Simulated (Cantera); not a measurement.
Charge: 1 mol Si, 1.4 mol HF, at 500 K and 0.00133 bar.

Method: chemical equilibrium by Gibbs-energy minimisation in Cantera with the NASA 1993 tables (ideal gas, pure condensed phases). Candidate condensed phases: Si; 25 gas species. Equilibrium is a limit: real reactors are often held back by kinetics, nucleation or transport.

Base state: H2 0.666, SiF4 0.332, SiHF3 0.00273, SiH2F2 1.91e-5 (mole fractions); condensed: Si(s).

Q: What changes in the equilibrium state with this change: temperature from 500 K to 898.15 K?

A: 
| species | before | after |
|---|---|---|
| H2 | 0.666 | 0.664 |
| SiF4 | 0.332 | 0.329 |
| SiHF3 | 0.00273 | 0.00623 |
| SiF3 | <1e-9 | 0.000263 |
| HF | <1e-9 | 1.18e-5 |
| SiH2F2 | 1.91e-5 | 6.58e-5 |
| Si(s), mol | 0.649 | 0.648 |
The tables' values for SiF3 are old estimates; treat these amounts as uncertain.
